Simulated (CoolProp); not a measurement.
Propyne along the isobar 16.7 MPa: fugacity coefficient from the reference equation and from simpler models built on Tc = 402.7 K, pc = 5.658 MPa, ω = 0.204; each cubic takes its own stable root.

Model: reference Helmholtz-energy equation of state, Polt 1992, in CoolProp. This equation is an older, rougher fit; its heat capacities, sound speeds and derivatives of the liquid may be far off and weren't checked against measurements.

```json
[
 {"T (K)": "381.7", "phase": "liquid", "reference": "0.2348", "van der Waals": "0.3155", "Redlich-Kwong": "0.2597", "Soave-Redlich-Kwong": "0.2503", "Peng-Robinson": "0.2331"},
 {"T (K)": "390.3", "phase": "liquid", "reference": "0.2622", "van der Waals": "0.3352", "Redlich-Kwong": "0.2849", "Soave-Redlich-Kwong": "0.2791", "Peng-Robinson": "0.2600"},
 {"T (K)": "399", "phase": "liquid", "reference": "0.2908", "van der Waals": "0.3552", "Redlich-Kwong": "0.3109", "Soave-Redlich-Kwong": "0.3091", "Peng-Robinson": "0.2880"},
 {"T (K)": "407.6", "phase": "supercritical", "reference": "0.3197", "van der Waals": "0.3750", "Redlich-Kwong": "0.3368", "Soave-Redlich-Kwong": "0.3394", "Peng-Robinson": "0.3164"},
 {"T (K)": "416.2", "phase": "supercritical", "reference": "0.3490", "van der Waals": "0.3948", "Redlich-Kwong": "0.3628", "Soave-Redlich-Kwong": "0.3700", "Peng-Robinson": "0.3451"},
 {"T (K)": "424.9", "phase": "supercritical", "reference": "0.3788", "van der Waals": "0.4147", "Redlich-Kwong": "0.3891", "Soave-Redlich-Kwong": "0.4012", "Peng-Robinson": "0.3743"},
 {"T (K)": "433.5", "phase": "supercritical", "reference": "0.4080", "van der Waals": "0.4342", "Redlich-Kwong": "0.4149", "Soave-Redlich-Kwong": "0.4319", "Peng-Robinson": "0.4031"},
 {"T (K)": "442.1", "phase": "supercritical", "reference": "0.4368", "van der Waals": "0.4536", "Redlich-Kwong": "0.4403", "Soave-Redlich-Kwong": "0.4622", "Peng-Robinson": "0.4315"},
 {"T (K)": "450.7", "phase": "supercritical", "reference": "0.4650", "van der Waals": "0.4727", "Redlich-Kwong": "0.4652", "Soave-Redlich-Kwong": "0.4919", "Peng-Robinson": "0.4594"},
 {"T (K)": "459.4", "phase": "supercritical", "reference": "0.4925", "van der Waals": "0.4918", "Redlich-Kwong": "0.4898", "Soave-Redlich-Kwong": "0.5210", "Peng-Robinson": "0.4869"}
]
```
